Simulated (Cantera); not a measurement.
A closed system holds: 1 mol Si, 1.1 mol NF3, 15 mol N2, at 0.220 bar.

Cantera equilibrium calculation (NASA polynomials, part measured and part estimated; ideal gas, pure solids and liquids). Candidate condensed phases: Si, Si3N4; 16 gas species. Rates play no part. All values below are at 725 K.

Base state: N2 0.949, SiF4 0.0507 (mole fractions); condensed: Si3N4(s).

Problem. What changes in the equilibrium state with this change: 0.025 mol NH3 added?

Solution. 
| species | before | after |
|---|---|---|
| N2 | 0.949 | 0.947 |
| SiF4 | 0.0507 | 0.0506 |
| H2 | 0 | 0.00230 |
| Si3N4(s), mol | 0.0583 | 0.0583 |
